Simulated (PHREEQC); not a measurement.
Dissolve 190 mmol/kgw CuSO4, 1.3 mmol/kgw HBF4 and 1.1 mmol/kgw Na2SO4 at 25 °C. Closed to the air; pH follows from the charge balance.

Computed with PHREEQC (ion-association model, phreeqc.dat).

This is a speciation only: nothing precipitates in the calculation.

### Question
Estimate the pH, density, ionic strength.

### Answer
pH 3.13; density 1.027 g/cm³; ionic strength 0.367 mol/kgw.

### Question
In which forms is B present?

### Answer
H3BO3 71 %, BF4- 19 %, BF2(OH)2- 5.1 %, BF3OH- 5.0 % of the B.

Real BF4- forms and hydrolyses slowly; the run takes it at equilibrium.
